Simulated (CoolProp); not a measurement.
A simple Rankine cycle with R227EA: condensing at 305.15 K, boiler at 2.14 MPa, turbine inlet 399.7 K, turbine efficiency 0.9, pump efficiency 0.7, no recuperator. Each further row changes one setting.

The numbers come from the reference Helmholtz-energy equation of state, Lemmon 2016 in CoolProp.

| case | thermal efficiency (%) | net work (kJ/kg) | heat in (kJ/kg) | turbine exit temperature (K) | volume ratio over the turbine |
|---|---|---|---|---|---|
| as stated | [?] | 17.6 | 181 | [?] | [?] |
| turbine inlet 419.7 K | [?] | [?] | [?] | 386.8 | 4.04 |
| condensing temperature 297.15 K | [?] | 21.0 | 190 | 360.6 | 5.33 |
| boiler pressure 1.5 MPa | 7.5 | 14.0 | 188 | 376.4 | 2.77 |
| turbine efficiency 0.8 | 8.5 | 15.5 | 181 | 367.8 | [?] |

Some entries are withheld; supply them.


- as stated, thermal efficiency (%): 9.7
- as stated, turbine exit temperature (K): 365.6
- as stated, volume ratio over the turbine: 4.19
- turbine inlet 419.7 K, thermal efficiency (%): 9.5
- turbine inlet 419.7 K, net work (kJ/kg): 19.3
- turbine inlet 419.7 K, heat in (kJ/kg): 203
- condensing temperature 297.15 K, thermal efficiency (%): 11.1
- turbine efficiency 0.8, volume ratio over the turbine: 4.22
